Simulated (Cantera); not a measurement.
A perfectly stirred reactor is fed with CH₄ : H₂ : O₂ : N₂ = 1 : 0.78 : 1.49 : 5.62 (molar parts), at 0.474 atm; it is adiabatic with a 375 K inlet, and is followed from long to short residence time, starting on the burning branch (τ in s: 0.14, 0.044, 0.014, 0.0044, 0.0014, 0.00043, 0.00014, 4.3e-05, 1.3e-05, 4.2e-06).

Cantera simulation using GRI-Mech 3.0 (53 species, 325 reactions); the numbers are that mechanism's predictions, not measurements.

x: mole fraction; the columns are a selection and need not sum to one.

```tsv
τ (s)	T (K)	x CH₄	x H₂	x O₂	x H₂O	x C₂H₄	x CH₂	x H₂O₂
0.14	1948	0.000697	0.110	0.000159	0.183	2.19e-6	1.57e-6	1.87e-9
0.044	1945	(withheld)	0.109	(withheld)	0.184	(withheld)	(withheld)	(withheld)
0.014	1937	0.00136	0.107	0.000847	0.185	1.68e-5	8.85e-6	1.05e-8
0.0044	1920	0.00183	0.104	0.00193	0.185	4.02e-5	1.85e-5	2.54e-8
0.0014	1883	0.00294	0.101	0.00481	0.184	0.000109	3.40e-5	6.89e-8
0.00043	375	0.112	0.0877	0.168	<1e-12	<1e-12	<1e-12	<1e-12
0.00014	375	0.112	0.0877	0.168	<1e-12	<1e-12	<1e-12	<1e-12
4.3e-5	375	0.112	0.0877	0.168	<1e-12	<1e-12	<1e-12	<1e-12
1.3e-5	375	0.112	0.0877	0.168	<1e-12	<1e-12	<1e-12	<1e-12
4.2e-6	375	0.112	0.0877	0.168	<1e-12	<1e-12	<1e-12	<1e-12
```

### Question
What belongs in the gaps?

### Answer

- 0.044, x CH₄: 0.00104
- 0.044, x O₂: 0.000379
- 0.044, x C₂H₄: 6.80e-6
- 0.044, x CH₂: 3.89e-6
- 0.044, x H₂O₂: 4.47e-9
